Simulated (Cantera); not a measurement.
Input (Python, Cantera):

```python
import numpy as np
import cantera as ct

gas = ct.Solution("gri30.yaml")
gas.TPX = 1675, 190000, {'NO': 1, 'N2': 0.22}
reactor = ct.IdealGasConstPressureReactor(gas, energy="off", clone=False)
net = ct.ReactorNet([reactor])
net.rtol, net.atol = 1e-08, 1e-18
show = ['NO', 'NO2', 'N2', 'O2', 'O', 'N2O']
times = np.geomspace(1e-05, 100, 14)

steps = ct.SolutionArray(gas, extra=["t"])
rows = []
print(f"{'t/s':>10s}{'T/K':>9s}{'P/Pa':>11s}" + "".join(f"{s:>11s}" for s in show))
for t in times:
    while net.time < t:
        t_next = net.step()
        steps.append(gas.state, t=t_next)
    rows.append([np.interp(t, steps.t, y) for y in (steps.T, steps.P, *steps(*show).X.T)])
    print(f"{t:10.3e}{rows[-1][0]:9.1f}{rows[-1][1]:11.4g}" + "".join(f"{x:11.3e}" for x in rows[-1][2:]))
rate = np.gradient(steps.T, steps.t)
print("integrator steps:", len(steps.t))
if steps.T.max() > steps.T[0] + 200:
    print(f"time of steepest temperature rise: {steps.t[rate.argmax()]:.4e} s")
gas.TPX = 1675, 190000, {'NO': 1, 'N2': 0.22}
gas.equilibrate("TP")
print(f"equilibrium (TP): T = {gas.T:.1f} K  " + "  ".join(f"{s} {gas[s].X[0]:.3e}" for s in show))
```

Output:

```
       t/s      T/K       P/Pa         NO        NO2         N2         O2          O        N2O
 1.000e-05   1675.0    1.9e+05  8.197e-01  6.950e-07  1.803e-01  5.821e-10  1.927e-07  8.849e-07
 3.455e-05   1675.0    1.9e+05  8.197e-01  2.876e-06  1.803e-01  2.857e-09  2.027e-07  3.045e-06
 1.194e-04   1675.0    1.9e+05  8.196e-01  1.054e-05  1.803e-01  1.683e-08  2.310e-07  1.038e-05
 4.125e-04   1675.0    1.9e+05  8.196e-01  3.831e-05  1.803e-01  1.664e-07  3.312e-07  3.421e-05
 1.425e-03   1675.0    1.9e+05  8.194e-01  1.447e-04  1.804e-01  3.231e-06  6.919e-07  1.011e-04
 4.924e-03   1675.0    1.9e+05  8.186e-01  4.757e-04  1.806e-01  9.024e-05  1.698e-06  2.170e-04
 1.701e-02   1675.0    1.9e+05  8.163e-01  7.121e-04  1.817e-01  1.019e-03  2.375e-06  2.682e-04
 5.878e-02   1675.0    1.9e+05  8.089e-01  8.510e-04  1.853e-01  4.618e-03  2.820e-06  2.640e-04
 2.031e-01   1675.0    1.9e+05  7.843e-01  1.178e-03  1.976e-01  1.667e-02  3.937e-06  2.472e-04
 7.017e-01   1675.0    1.9e+05  7.095e-01  1.712e-03  2.349e-01  5.367e-02  6.195e-06  2.007e-04
 2.424e+00   1675.0    1.9e+05  5.317e-01  2.022e-03  3.238e-01  1.423e-01  9.625e-06  1.115e-04
 8.377e+00   1675.0    1.9e+05  2.787e-01  1.446e-03  4.505e-01  2.693e-01  1.303e-05  3.037e-05
 2.894e+01   1675.0    1.9e+05  9.635e-02  5.781e-04  5.419e-01  3.612e-01  1.501e-05  3.780e-06
 1.000e+02   1675.0    1.9e+05  2.431e-02  1.530e-04  5.780e-01  3.976e-01  1.573e-05  4.403e-07
integrator steps: 1305
equilibrium (TP): T = 1675.0 K  NO 3.188e-03  NO2 2.032e-05  N2 5.886e-01  O2 4.082e-01  O 1.593e-05  N2O 2.229e-07
```

Detailed kinetics in Cantera: GRI-Mech 3.0 (53 species, 325 reactions).
